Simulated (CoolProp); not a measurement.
Vapour-liquid equilibrium of CH2F2 (R32) (1) + R227EA (2) at 0.77 MPa; x and y are mole fractions of (1).

Computed with CoolProp (multi-fluid Helmholtz-energy mixture model, Tillner-Roth 1997 and Lemmon 2016; pair parameters Bell 2016).

```csv
x,bubble temperature (°C),y at the bubble point,dew temperature at overall composition x (°C),liquid density (mol/L)
0.05,39.2,0.131,41.8,8.020
0.15,31.2,0.351,38.5,8.758
0.25,24.2,0.518,35.0,9.557
0.35,18.4,0.639,31.3,10.43
0.45,13.7,0.728,27.2,11.39
0.55,9.8,0.795,22.8,12.48
0.65,6.6,0.849,17.9,13.73
0.75,3.9,0.894,12.4,15.20
0.85,1.5,0.936,6.6,16.96
0.95,-0.6,0.978,0.8,19.12
```

No azeotrope shows between x = 0.05 and 0.95.

Pair parameters are fitted to limited data, so mixtures are less certain than the pure fluids. The gap from Raoult's law changes sign with composition, which may be real or a fault of the pair parameters; it wasn't checked against measurements.
